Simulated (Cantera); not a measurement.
Charge: 1 mol Cr, 34 mol N2, 0.23 mol N2O, at 2227 °C and 1000 Pa.

Method: chemical equilibrium by Gibbs-energy minimisation in Cantera with the NASA 1993 tables (ideal gas, pure condensed phases). Candidate condensed phases: Cr, CrN, Cr2N, Cr2O3; 14 gas species. Kinetics and transport are ignored.

Base state: N2 0.970, Cr 0.0241, CrO 0.00403, O 0.00138, NO 0.000528, CrO2 0.000204, O2 9.00e-5 (mole fractions); condensed: gas only.

What changes in the equilibrium state with this change: Cr replaced by Zr?


```json
[
 {"species": "N2", "before": "0.970", "after": "0.999"},
 {"species": "ZrO", "before": "0", "after": "0.000891"},
 {"species": "ZrO2", "before": "0", "after": "3.52e-5"},
 {"species": "Cr", "before": "0.0241", "after": "0"},
 {"species": "CrO", "before": "0.00403", "after": "0"},
 {"species": "CrO2", "before": "0.000204", "after": "0"},
 {"species": "O2", "before": "9.00e-5", "after": "<1e-9"},
 {"species": "O", "before": "0.00138", "after": "2.63e-6"},
 {"species": "NO", "before": "0.000528", "after": "1.02e-6"},
 {"species": "ZrN(s), mol", "before": "0", "after": "0.870"},
 {"species": "ZrO2(tetragonal), mol", "before": "0", "after": "0.0987"}
]
```
Mutual solubility and eutectic melting of coexisting phases are not modelled. ZrN: taken at fixed stoichiometry. Condensed phases not in the tables: solid solutions among these carbides, nitrides and lower oxides. Further candidate phases: Zr, ZrN, ZrO2.
